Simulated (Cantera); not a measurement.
A perfectly stirred reactor is fed with CH₄ : O₂ : N₂ : CO₂ = 1 : 1.82 : 6.84 : 1.2 (molar parts), at 10.0 bar; it is adiabatic with a 800 K inlet, and is followed from long to short residence time, starting on the burning branch (τ in s: 0.37, 0.14, 0.056, 0.022, 0.0084, 0.0033, 0.0013, 0.0005, 0.00019, 7.6e-05).

Computed with Cantera and GRI-Mech 3.0 (53 species, 325 reactions).

One state of this run: T (K) = 2162; x CH₄ = 0.000392; x O₂ = 0.0115; x CO₂ = 0.150; x C₂H₆ = 1.49e-7; x NO = 0.000149; x HCN = 6.83e-6. x: mole fraction; the columns are a selection and need not sum to one.

Task: Which value of τ (s) does it belong to?
A) 7.6e-5
B) 0.37
C) 0.0033
D) 0.00050

Result: A, 7.6e-5
